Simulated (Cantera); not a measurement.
Standard-state values (1 bar) from the NASA 1993 polynomials, evaluated with Cantera. Values are per mole of reaction as written; species without (g) are pure solids or liquids, kept so even where they would boil at 1 bar.

N₂(g) + 3 CuF₂ ⇌ 2 NF₃(g) + 3 Cu

| T (K) | ΔH° (kJ) | ΔS° (J/K) | ΔG° (kJ) | log10 K | condensed phases |
|---|---|---|---|---|---|
| 548 | 1341.7 | 168.8 | 1249.1 | -119.06 | CuF₂(s), Cu(s) |
| 748 | 1331.1 | 152.4 | 1217.1 | -84.99 | CuF₂(s), Cu(s) |
| 948 | … | … | … | … | CuF₂(s), Cu(s) |
| 1148 | … | … | … | … | CuF₂(l), Cu(s) |
| 1348 | 1126.4 | -34.4 | 1172.8 | -45.45 | CuF₂(l), Cu(s) |
| 1548 | 1151.8 | -15.1 | 1175.2 | -39.65 | CuF₂(l), Cu(l) |
| 1748 | 1138.0 | -23.5 | 1179.0 | -35.23 | CuF₂(l), Cu(l) |
| 1948 | 1124.5 | -30.8 | 1184.5 | -31.76 | CuF₂(l), Cu(l) |

What belongs in the gaps?


- 948, ΔH° (kJ): 1319.9
- 948, ΔS° (J/K): 139.2
- 948, ΔG° (kJ): 1188.0
- 948, log10 K: -65.46
- 1148, ΔH° (kJ): 1141.8
- 1148, ΔS° (J/K): -22.1
- 1148, ΔG° (kJ): 1167.1
- 1148, log10 K: -53.10
